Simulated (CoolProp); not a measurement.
Aqueous ethanol as a coolant, at 3 °C, 1 atm.

Model: Melinder's fits for secondary coolants, in CoolProp.

| mass % | freezing point (°C) | density (kg/m³) | cp (kJ/(kg K)) | viscosity (mPa s) | Prandtl number |
|---|---|---|---|---|---|
| 3.7 | -1.5 | 993.2 | 4.295 | 2.01 | [?] |
| 11.2 | -5.0 | 983.6 | [?] | 3.07 | [?] |
| 18.7 | -10.1 | 976.3 | 4.378 | 4.28 | 41.0 |
| 26.2 | -16.5 | 968.3 | 4.259 | 5.33 | 54.3 |
| 33.7 | -23.7 | 958.1 | 4.080 | 5.95 | 63.5 |
| 41.2 | -30.6 | 945.1 | 3.886 | [?] | 67.6 |
| 48.7 | -36.6 | 929.8 | 3.699 | 5.79 | 67.3 |
| 56.2 | -42.0 | 913.3 | 3.499 | 5.27 | 63.7 |

Problem. Complete the blanks.

Solution. 
- 3.7, Prandtl number: 15.9
- 11.2, cp (kJ/(kg K)): 4.395
- 11.2, Prandtl number: 27.0
- 41.2, viscosity (mPa s): 6.06
